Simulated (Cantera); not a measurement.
Equilibrium for aluminium and copper etching: Al + Cl₂

Charge: 1 mol Al, 3.1 mol Cl₂, equilibrated at 100000 Pa.

Method: chemical equilibrium by Gibbs-energy minimisation in Cantera with the NASA 1993 tables (ideal gas, pure condensed phases). Candidate condensed phases: Al, AlCl₃; 8 gas species. Kinetics and transport are ignored.

```csv
T (K),x Cl₂,x AlCl₃,x Al₂Cl₆,x Cl
550,0.760,0.00429,0.235,1.83e-9
625,0.754,0.0208,0.225,4.54e-8
700,0.736,0.0674,0.196,5.67e-7
775,0.703,0.155,0.142,4.31e-6
850,0.664,0.258,0.0783,2.27e-5
925,0.636,0.330,0.0336,9.23e-5
1000,0.623,0.363,0.0131,0.000307
1075,0.618,0.376,0.00538,0.000868
1150,0.615,0.380,0.00241,0.00215
1225,0.612,0.382,0.00119,0.00478
1300,0.608,0.382,0.000633,0.00967
1375,0.601,0.381,0.000362,0.0181
```
x: gas mole fraction; nothing condenses.

From 550 K to 1375 K nothing is condensed. The main Al-bearing gas is Al₂Cl₆ at 550 K and AlCl₃ at 1375 K.
